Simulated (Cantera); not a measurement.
# Equilibrium for boron, boron nitride and boron oxide: BF3 + N2 + H2 + O2

Input: 1 mol BF3, 12 mol N2, a varied amount of H2, 1.3 mol O2, held at 750 K and 14000 Pa.

Equilibrium computed with Cantera from the NASA thermochemical tables; the gas is ideal and each condensed phase is pure. Candidate condensed phases: B, BN, B2O3, B3O3H3, H2O; 62 gas species. Gases not in the tables: H3BO3. Rates play no part.

| n(H2) (mol) | x H2 | x N2 | x H2O | x BF3 | x HF | n B2O3(l) |
|---|---|---|---|---|---|---|
| 2.9 | 0.0188 | 0.751 | 0.142 | 0.0485 | 0.0349 | 0 |
| 4.5 | 0.108 | 0.683 | 0.129 | 0.0439 | 0.0320 | 0 |
| 6.9 | 0.215 | 0.601 | 0.113 | 0.0384 | 0.0285 | 0 |
| 11 | 0.349 | 0.498 | 0.0938 | 0.0317 | 0.0241 | 0 |
| 17 | 0.478 | 0.399 | 0.0749 | 0.0251 | 0.0199 | 0.00922 |
| 26 | 0.598 | 0.307 | 0.0575 | 0.0192 | 0.0160 | 0.0195 |
| 40 | 0.704 | 0.226 | 0.0422 | 0.0139 | 0.0123 | 0.0308 |
| 62 | 0.791 | 0.160 | 0.0297 | 0.00971 | 0.00914 | 0.0428 |
| 96 | 0.856 | 0.110 | 0.0203 | 0.00657 | 0.00664 | 0.0550 |
x: gas mole fraction; n: condensed amount in mol.

From 2.9 mol H2 to 11 mol H2 nothing is condensed. From 17 mol H2 to 96 mol H2 the condensed part is B2O3(l).
